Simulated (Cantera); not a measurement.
A Cantera script and its output.

```python
import numpy as np
import cantera as ct

gas = ct.Solution("gri30.yaml")
gas.TPX = 1800, 101325, {'CO': 1, 'H2': 0.074, 'CH4': 0.055, 'O2': 0.36, 'N2': 2.43, 'H2O': 0.49}
reactor = ct.IdealGasReactor(gas, energy="on", clone=False)
net = ct.ReactorNet([reactor])
net.rtol, net.atol = 1e-08, 1e-16
show = ['CO', 'H2', 'CH4', 'CH3', 'NO', 'C2H']
times = np.geomspace(9e-06, 1, 13)

steps = ct.SolutionArray(gas, extra=["t"])
rows = []
print(f"{'t/s':>10s}{'T/K':>9s}{'P/Pa':>11s}" + "".join(f"{s:>11s}" for s in show))
for t in times:
    while net.time < t:
        t_next = net.step()
        steps.append(gas.state, t=t_next)
    rows.append([np.interp(t, steps.t, y) for y in (steps.T, steps.P, *steps(*show).X.T)])
    print(f"{t:10.3e}{rows[-1][0]:9.1f}{rows[-1][1]:11.4g}" + "".join(f"{x:11.3e}" for x in rows[-1][2:]))
rate = np.gradient(steps.T, steps.t)
print("integrator steps:", len(steps.t))
if steps.T.max() > steps.T[0] + 200:
    print(f"time of steepest temperature rise: {steps.t[rate.argmax()]:.4e} s")
gas.TPX = 1800, 101325, {'CO': 1, 'H2': 0.074, 'CH4': 0.055, 'O2': 0.36, 'N2': 2.43, 'H2O': 0.49}
gas.equilibrate("UV")
print(f"equilibrium (UV): T = {gas.T:.1f} K  " + "  ".join(f"{s} {gas[s].X[0]:.3e}" for s in show))
```

Result:

```
       t/s      T/K       P/Pa         CO         H2        CH4        CH3         NO        C2H
 9.000e-06   1800.0  1.013e+05  2.268e-01  1.677e-02  1.241e-02  6.637e-05  1.518e-11  6.263e-16
 2.370e-05   1808.1  1.018e+05  2.259e-01  1.665e-02  1.068e-02  1.168e-03  2.433e-09  1.940e-10
 6.240e-05   2250.9  1.263e+05  1.446e-01  2.821e-02  1.006e-14  1.011e-13  2.515e-05  9.203e-20
 1.643e-04   2575.4  1.414e+05  1.399e-01  2.426e-02  8.542e-15  7.761e-14  2.038e-04  1.043e-18
 4.327e-04   2737.4  1.487e+05  1.346e-01  2.190e-02  2.499e-14  1.646e-13  9.267e-04  5.122e-18
 1.139e-03   2743.8  1.489e+05  1.346e-01  2.191e-02  2.907e-14  1.825e-13  2.537e-03  5.772e-18
 3.000e-03   2737.7  1.486e+05  1.351e-01  2.214e-02  3.050e-14  1.868e-13  4.430e-03  5.721e-18
 7.900e-03   2735.9  1.485e+05  1.352e-01  2.220e-02  3.090e-14  1.880e-13  4.954e-03  5.704e-18
 2.080e-02   2735.9  1.485e+05  1.352e-01  2.220e-02  3.091e-14  1.880e-13  4.962e-03  5.704e-18
 5.477e-02   2735.9  1.485e+05  1.352e-01  2.220e-02  3.091e-14  1.880e-13  4.962e-03  5.704e-18
 1.442e-01   2735.9  1.485e+05  1.352e-01  2.220e-02  3.091e-14  1.880e-13  4.962e-03  5.704e-18
 3.798e-01   2735.9  1.485e+05  1.352e-01  2.220e-02  3.091e-14  1.880e-13  4.962e-03  5.704e-18
 1.000e+00   2735.9  1.485e+05  1.352e-01  2.220e-02  3.091e-14  1.880e-13  4.962e-03  5.704e-18
integrator steps: 1443
time of steepest temperature rise: 3.3825e-05 s
equilibrium (UV): T = 2735.9 K  CO 1.352e-01  H2 2.220e-02  CH4 3.871e-14  CH3 2.354e-13  NO 4.962e-03  C2H 6.017e-18
```

Cantera simulation using GRI-Mech 3.0 (53 species, 325 reactions); the numbers are that mechanism's predictions, not measurements.
